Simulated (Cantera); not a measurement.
A Cantera script and what it prints.

```python
import numpy as np
import cantera as ct

gas_names = """
    C CN CO CO2 C2 CCN CNC C2N2 C2O C3 C3O2 C4 C4N2 C5 N NCO NO NO2 NO3 N2 N2O O O2 O3 Si SiC SiC2 SiN
    SiO SiO2 Si2 Si2C Si2N Si3
""".split()
cond_names = """
    C(gr) Si(cr) Si(L) SiC(b) SiO2(Lqz) SiO2(hqz) SiO2(L) Si2N2O(s) Si3N4(a)
""".split()


def load(file, names, dense=False):
    # The tables refer to 1 bar. Condensed volumes are neglected.
    table = {s.name: s for s in ct.Species.list_from_file(file)}
    out = []
    for n in names:
        d = dict(table[n].input_data)
        d["thermo"] = dict(d["thermo"], **{"reference-pressure": 1e5})
        if dense:
            d["equation-of-state"] = {"model": "constant-volume", "density": "1e6 g/cm^3"}
        out.append(ct.Species.from_dict(d))
    return out


gas = ct.Solution(thermo="ideal-gas", species=load("nasa_gas.yaml", gas_names))
cond = {s.name: ct.Solution(thermo="fixed-stoichiometry", species=[s], name=s.name)
        for s in load("nasa_condensed.yaml", cond_names, dense=True)}
atoms = {
    'SiC': {'Si': 1, 'C': 1},
    'N2O': {'N': 2, 'O': 1},
    'N2': {'N': 2},
}
top_T = {'C(gr)': 4500, 'SiC(b)': 3050, 'Si2N2O(s)': 2100, 'Si3N4(a)': 2400}  # K; cautious upper limits of use, not melting points


def equilibrate(T, P, feed):
    n = {}
    for name, mol in feed.items():
        for a, k in atoms[name].items():
            n[a] = n.get(a, 0.0) + k * mol
    gas.TPX = T, P, n
    mass = sum(n.values()) * gas.mean_molecular_weight
    gas.equilibrate("TP")
    valid = [c for c in cond.values() if c.min_temp <= T <= top_T.get(c.name, c.max_temp)]
    mix = ct.Mixture([(gas, mass / gas.mean_molecular_weight)] + [(c, 0.0) for c in valid])
    mix.T, mix.P = T, P
    mix.equilibrate("TP", solver="vcs", rtol=1e-11, max_steps=5000)
    return mix


results = []
feed = {'SiC': 1, 'N2O': 0.021, 'N2': 95}  # mol
P = 44  # Pa
for T in [1748, 1798, 1848, 1898, 1948, 1998, 2048, 2098, 2148, 2198]:
    mix = equilibrate(T, P, feed)
    results.append((T, P, feed, dict(zip(mix.species_names, mix.species_moles))))
    x = sorted(zip(gas.X, gas.species_names), reverse=True)
    print(f"T = {T:g} K  P = {P:g} Pa  gas = {mix.phase_moles(0):.4g} mol")
    print("   x: " + "  ".join(f"{s} {v:.3e}" for v, s in x if v > 0.001))
    print("   condensed (mol): " + ("  ".join(f"{mix.phase(i).name} {mix.phase_moles(i):.4g}"
          for i in range(1, mix.n_phases) if mix.phase_moles(i) > 1e-12) or "none"))
```

Output:

```
T = 1748 K  P = 44 Pa  gas = 95.06 mol
   x: N2 9.996e-01
   condensed (mol): SiC(b) 0.9797
T = 1798 K  P = 44 Pa  gas = 95.06 mol
   x: N2 9.996e-01
   condensed (mol): SiC(b) 0.9785
T = 1848 K  P = 44 Pa  gas = 95.08 mol
   x: N2 9.993e-01
   condensed (mol): C(gr) 0.01948  SiC(b) 0.9572
T = 1898 K  P = 44 Pa  gas = 95.14 mol
   x: N2 9.987e-01  Si 1.029e-03
   condensed (mol): C(gr) 0.07648  SiC(b) 0.8953
T = 1948 K  P = 44 Pa  gas = 95.28 mol
   x: N2 9.972e-01  Si 2.376e-03
   condensed (mol): C(gr) 0.2037  SiC(b) 0.7545
T = 1998 K  P = 44 Pa  gas = 95.58 mol
   x: N2 9.941e-01  Si 5.261e-03
   condensed (mol): C(gr) 0.4761  SiC(b) 0.4453
T = 2048 K  P = 44 Pa  gas = 96.02 mol
   x: N2 9.896e-01  Si 9.347e-03
   condensed (mol): C(gr) 0.8564
T = 2098 K  P = 44 Pa  gas = 96.03 mol
   x: N2 9.894e-01  Si 9.442e-03
   condensed (mol): C(gr) 0.8383
T = 2148 K  P = 44 Pa  gas = 96.04 mol
   x: N2 9.893e-01  Si 9.436e-03
   condensed (mol): C(gr) 0.8102
T = 2198 K  P = 44 Pa  gas = 96.05 mol
   x: N2 9.891e-01  Si 9.363e-03
   condensed (mol): C(gr) 0.7711
```

These are equilibrium values from Cantera (NASA tables, ideal gas, pure condensed phases), not measurements of a reactor. The tables' values for SiN are old estimates; treat these amounts as uncertain.
